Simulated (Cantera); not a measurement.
Charge: 1 mol BN, 41 mol HF, 0.5 mol H2, at 1825 K and 6.80 Pa.

These are equilibrium values from Cantera (NASA tables, ideal gas, pure condensed phases), not measurements of a reactor. Candidate condensed phases: B, BN; 31 gas species. The tables' values for BF2 are old estimates; treat these amounts as uncertain. Kinetics and transport are ignored.

What is the equilibrium state?


| Item | Value |
|---|---|
| x(HF) | 0.912 |
| x(H2) | 0.0416 |
| x(BF3) | 0.0224 |
| x(N2) | 0.0120 |
| x(H) | 0.0109 |
| x(BF2) | 0.00145 |
| x(BF) | 9.63e-5 |
| x(F) | 4.50e-5 |
| x(BHF2) | 4.42e-6 |
| gas amount | 41.76 mol |
| log10 activity of B(s) (absent) | -6.67 |
